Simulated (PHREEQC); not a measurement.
A solution holds 0.0056 mol NH3, 0.0083 mol H3BO3 and 0.028 mol Na2CO3 per kg of water, at 80 °C. Closed to the air; pH follows from the charge balance.

Computed with PHREEQC (ion-association model, wateq4f.dat).

Precipitation was switched off in this run.

Estimate the pH, ionic strength.

pH 9.59; ionic strength 0.0451 mol/kgw.

In which forms is Na present?

Na+ 72 %, NaCO3- 27 % of the Na.

Species that the database lacks are ignored. At this temperature some constants are extrapolated from 25 °C, and those without enthalpy data are left unchanged.
